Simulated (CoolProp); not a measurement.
A single-stage vapour-compression cycle with the fluid: evaporating at 209.15 K (dew point), condensing at 250.15 K (bubble point), superheat 5 K, subcooling 2 K, compressor efficiency 0.8, no pressure losses. The same conditions are run with several fluids, on thermodynamics alone (safety and materials aside).

Computed with CoolProp (reference Helmholtz-energy equation of state of each fluid (CH2F2 (R32): Tillner-Roth 1997; R22: Kamei 1995; R407C: Lemmon 2003; R410A: Lemmon 2003; chlorine: Thol 2021; R507A: Lemmon 2003)). Blends and air are pseudo-pure fits.

| fluid | cooling COP | pressure ratio | discharge temperature (K) | refrigerating effect (kJ/kg) | volumetric capacity (kJ/m³) |
|---|---|---|---|---|---|
| CH2F2 (R32) | 3.37 | (withheld) | 341.1 | 336 | 521 |
| R22 | 3.48 | 7.35 | 315.0 | 208 | 304 |
| R407C | (withheld) | 11.6 | 313.8 | 211 | (withheld) |
| R410A | 3.44 | (withheld) | 308.0 | 233 | 496 |
| chlorine | 3.33 | (withheld) | 384.9 | 269 | 234 |
| R507A | 3.47 | 6.90 | 280.1 | 162 | 376 |

Q: Fill in the missing entries.

A: 
- CH2F2 (R32), pressure ratio: 6.99
- R407C, cooling COP: 2.88
- R407C, volumetric capacity (kJ/m³): 222
- R410A, pressure ratio: 7.02
- chlorine, pressure ratio: 7.38
